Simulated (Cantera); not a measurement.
Cantera run:

```python
import numpy as np
import cantera as ct

gas_names = """
    C CN CO CO2 C2 CCN CNC C2N2 C2O C3 C3O2 C4 C4N2 C5 N NCO NO NO2 NO3 N2 N2O O O2 O3 Si SiC SiC2 SiN
    SiO SiO2 Si2 Si2C Si2N Si3
""".split()
cond_names = """
    C(gr) Si(cr) Si(L) SiC(b) SiO2(Lqz) SiO2(hqz) SiO2(L) Si2N2O(s) Si3N4(a)
""".split()


# ... load() reads the species with a 1 bar reference pressure and builds the phases ...
atoms = {
    'SiC': {'Si': 1, 'C': 1},
    'N2O': {'N': 2, 'O': 1},
    'N2': {'N': 2},
    'CO2': {'C': 1, 'O': 2},
}
top_T = {'C(gr)': 4500, 'SiC(b)': 3050, 'Si2N2O(s)': 2100, 'Si3N4(a)': 2400}  # K; cautious upper limits of use, not melting points


# ... equilibrate(T, P, feed) seeds the gas with the atoms and calls Mixture.equilibrate('TP', solver="vcs", rtol=1e-11, max_steps=5000) ...
results = []
feed = {'SiC': 1, 'N2O': 0.011, 'N2': 72, 'CO2': 0.04}  # mol
P = 10000  # Pa
for T in [1150, 1250, 1350, 1450, 1550, 1650, 1750, 1850, 1950, 2050]:
    mix = equilibrate(T, P, feed)
    results.append((T, P, feed, dict(zip(mix.species_names, mix.species_moles))))
    x = sorted(zip(gas.X, gas.species_names), reverse=True)
    print(f"T = {T:g} K  P = {P:g} Pa  gas = {mix.phase_moles(0):.4g} mol")
    print("   x: " + "  ".join(f"{s} {v:.3e}" for v, s in x if v > 0.001))
    print("   condensed (mol): " + ("  ".join(f"{mix.phase(i).name} {mix.phase_moles(i):.4g}"
          for i in range(1, mix.n_phases) if mix.phase_moles(i) > 1e-12) or "none"))
```

Output:

```
T = 1150 K  P = 10000 Pa  gas = 71.37 mol
   x: N2 1.000e+00
   condensed (mol): C(gr) 1.04  Si2N2O(s) 0.09099  Si3N4(a) 0.2727
T = 1250 K  P = 10000 Pa  gas = 71.37 mol
   x: N2 1.000e+00
   condensed (mol): C(gr) 1.04  Si2N2O(s) 0.09085  Si3N4(a) 0.2728
T = 1350 K  P = 10000 Pa  gas = 71.38 mol
   x: N2 1.000e+00
   condensed (mol): C(gr) 1.038  Si2N2O(s) 0.08941  Si3N4(a) 0.2737
T = 1450 K  P = 10000 Pa  gas = 71.38 mol
   x: N2 9.998e-01
   condensed (mol): C(gr) 1.028  Si2N2O(s) 0.07906  Si3N4(a) 0.2806
T = 1550 K  P = 10000 Pa  gas = 72.07 mol
   x: N2 9.990e-01  CO 1.026e-03
   condensed (mol): SiC(b) 0.9661  Si2N2O(s) 0.01684
T = 1650 K  P = 10000 Pa  gas = 72.07 mol
   x: N2 9.987e-01  CO 1.226e-03
   condensed (mol): SiC(b) 0.9516  Si3N4(a) 0.01526
T = 1750 K  P = 10000 Pa  gas = 72.09 mol
   x: N2 9.987e-01  CO 1.080e-03
   condensed (mol): SiC(b) 0.9622  Si3N4(a) 0.008166
T = 1850 K  P = 10000 Pa  gas = 72.1 mol
   x: N2 9.987e-01
   condensed (mol): SiC(b) 0.9738
T = 1950 K  P = 10000 Pa  gas = 72.11 mol
   x: N2 9.987e-01
   condensed (mol): SiC(b) 0.9714
T = 2050 K  P = 10000 Pa  gas = 72.12 mol
   x: N2 9.985e-01  CO 1.041e-03
   condensed (mol): SiC(b) 0.9642
```

Method: chemical equilibrium by Gibbs-energy minimisation in Cantera with the NASA 1993 tables (ideal gas, pure condensed phases). Mutual solubility and eutectic melting of coexisting phases are not modelled. The tables' values for SiN are old estimates; treat these amounts as uncertain.
